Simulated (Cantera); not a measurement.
## Thermodynamics of carbothermic reduction, feed Fe2O3 + CO

A closed system holds: 1 mol Fe2O3, a varied amount of CO, held at 2302 °C and 1.20 bar.

Method: chemical equilibrium by Gibbs-energy minimisation in Cantera with the NASA 1993 tables (ideal gas, pure condensed phases). Candidate condensed phases: C, Fe, Fe(CO)5, FeO, Fe2O3, Fe3O4; 15 gas species. The tables' stoichiometric FeO is somewhat more stable than real wüstite, so its field is too wide. FeO: taken at fixed stoichiometry. Kinetics and transport are ignored.

From 2.4 mol CO to 16 mol CO the condensed part is FeO(l). The main Fe-bearing gas is Fe throughout. The share of Fe in condensed phases is highest at 2.4 mol CO (99.3 %) and lowest at 16 mol CO (73.2 %).

```
n(CO) (mol)  log p CO  log p CO2  log p Fe  log p O2  log p FeO  log p O  n FeO(l)
-----------  --------  ---------  --------  --------  ---------  -------  --------
2.4             -0.16      -0.30     -2.26     -2.82      -2.84    -3.09      1.99
4.6             -0.04      -0.57     -1.88     -3.59      -2.84    -3.48      1.94
6.9             -0.01      -0.72     -1.69     -3.96      -2.84    -3.66      1.87
9.2              0.01      -0.81     -1.59     -4.18      -2.84    -3.77      1.78
11               0.01      -0.87     -1.53     -4.29      -2.84    -3.83      1.71
14               0.02      -0.93     -1.46     -4.43      -2.84    -3.90      1.56
16               0.02      -0.96     -1.43     -4.49      -2.84    -3.93      1.46
```
log p: log10 of the partial pressure in bar; n: condensed amount in mol.
